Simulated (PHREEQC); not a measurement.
## Alkaline etch or developer: an equilibrium model

Solution (20 °C): 4.9 mmol/kgw NH3 and 0.63 mmol/kgw K2SiO3. Closed to the air; pH follows from the charge balance.

Equilibrium calculation in PHREEQC: ion-association model, phreeqc.dat.

This is a speciation only: nothing precipitates in the calculation.

Task: What pH, ionic strength does the model give?

Result: pH 11.04; ionic strength 0.00138 mol/kgw.

Task: In which forms is Si present?

Result: H3SiO4- 93 %, H4SiO4 6.6 %, H2SiO4-2 0.6 % of the Si.
